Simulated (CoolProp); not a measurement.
Vapour-liquid equilibrium of CHF3 (R23) (1) + n-pentane (2) at 3.35 °C; x and y are mole fractions of (1).

The numbers come from the multi-fluid Helmholtz-energy mixture model, Penoncello 2003 and Thol 2019; pair parameters Bell 2016 in CoolProp.

```tsv
x	bubble pressure (MPa)	y at the bubble point	dew pressure at overall composition x (MPa)	liquid density (mol/L)
0.05	0.3833	0.921	0.02994	9.129
0.2	1.356	0.972	0.03566	9.846
0.35	1.935	0.977	0.04400	10.62
0.5	2.112	0.978	0.05736	11.43
0.65	2.137	0.979	0.08230	12.29
0.8	2.237	0.981	0.1456	13.18
0.95	2.552	0.991	0.6416	14.08
```

No azeotrope shows between x = 0.05 and 0.95.

The pair parameters rest on a limited set of measurements; away from them the model extrapolates. The gap from Raoult's law changes sign with composition, which may be real or a fault of the pair parameters; it wasn't checked against measurements. With so large a gap from Raoult's law the liquid may split in two, which this calculation doesn't test in full.
